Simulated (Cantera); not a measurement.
A Cantera script and its output.

```python
import numpy as np
import cantera as ct

gas = ct.Solution("gri30.yaml")
gas.TPX = 1750, 46000, {'CO': 1, 'H2': 0.56, 'O2': 2.44, 'N2': 6.7}
reactor = ct.IdealGasReactor(gas, energy="on", clone=False)
net = ct.ReactorNet([reactor])
net.rtol, net.atol = 1e-08, 1e-16
show = ['CO', 'H2', 'O2', 'O', 'NO', 'H2O', 'NO2']
times = np.geomspace(1e-06, 0.8, 14)

steps = ct.SolutionArray(gas, extra=["t"])
rows = []
print(f"{'t/s':>10s}{'T/K':>9s}{'P/Pa':>11s}" + "".join(f"{s:>11s}" for s in show))
for t in times:
    while net.time < t:
        t_next = net.step()
        steps.append(gas.state, t=t_next)
    rows.append([np.interp(t, steps.t, y) for y in (steps.T, steps.P, *steps(*show).X.T)])
    print(f"{t:10.3e}{rows[-1][0]:9.1f}{rows[-1][1]:11.4g}" + "".join(f"{x:11.3e}" for x in rows[-1][2:]))
rate = np.gradient(steps.T, steps.t)
print("integrator steps:", len(steps.t))
if steps.T.max() > steps.T[0] + 200:
    print(f"time of steepest temperature rise: {steps.t[rate.argmax()]:.4e} s")
gas.TPX = 1750, 46000, {'CO': 1, 'H2': 0.56, 'O2': 2.44, 'N2': 6.7}
gas.equilibrate("UV")
print(f"equilibrium (UV): T = {gas.T:.1f} K  " + "  ".join(f"{s} {gas[s].X[0]:.3e}" for s in show))
```

It prints:

```
       t/s      T/K       P/Pa         CO         H2         O2          O         NO        H2O        NO2
 1.000e-06   1750.0    4.6e+04  9.346e-02  5.234e-02  2.280e-01  3.009e-07  1.492e-14  7.679e-08  1.773e-20
 2.845e-06   1750.0    4.6e+04  9.346e-02  5.233e-02  2.280e-01  1.566e-06  2.215e-13  1.494e-06  1.502e-18
 8.094e-06   1750.0    4.6e+04  9.345e-02  5.223e-02  2.280e-01  3.418e-05  8.671e-12  6.274e-05  3.004e-16
 2.303e-05   1761.2  4.627e+04  8.643e-02  9.621e-03  1.926e-01  2.269e-02  2.091e-07  3.041e-02  3.091e-11
 6.551e-05   1903.1  4.969e+04  4.966e-02  3.993e-03  1.620e-01  4.519e-02  8.939e-06  3.295e-02  1.717e-09
 1.864e-04   2157.5  5.551e+04  3.437e-02  3.760e-03  1.569e-01  3.972e-02  6.515e-05  3.509e-02  1.378e-08
 5.303e-04   2468.6   6.23e+04  2.648e-02  2.464e-03  1.610e-01  2.354e-02  5.645e-04  4.096e-02  2.000e-07
 1.509e-03   2640.4  6.589e+04  1.922e-02  1.640e-03  1.613e-01  1.464e-02  3.835e-03  4.448e-02  2.063e-06
 4.292e-03   2637.0  6.572e+04  1.845e-02  1.578e-03  1.577e-01  1.363e-02  1.178e-02  4.494e-02  6.397e-06
 1.221e-02   2627.3  6.542e+04  1.792e-02  1.540e-03  1.538e-01  1.285e-02  2.020e-02  4.532e-02  1.093e-05
 3.474e-02   2625.1  6.536e+04  1.780e-02  1.531e-03  1.530e-01  1.269e-02  2.203e-02  4.540e-02  1.191e-05
 9.884e-02   2625.1  6.536e+04  1.780e-02  1.531e-03  1.530e-01  1.269e-02  2.205e-02  4.540e-02  1.192e-05
 2.812e-01   2625.1  6.536e+04  1.780e-02  1.531e-03  1.530e-01  1.269e-02  2.205e-02  4.540e-02  1.192e-05
 8.000e-01   2625.1  6.536e+04  1.780e-02  1.531e-03  1.530e-01  1.269e-02  2.205e-02  4.540e-02  1.192e-05
integrator steps: 1246
time of steepest temperature rise: 2.4692e-05 s
equilibrium (UV): T = 2625.1 K  CO 1.780e-02  H2 1.531e-03  O2 1.530e-01  O 1.269e-02  NO 2.205e-02  H2O 4.540e-02  NO2 1.192e-05
```

Cantera simulation using GRI-Mech 3.0 (53 species, 325 reactions); the numbers are that mechanism's predictions, not measurements.
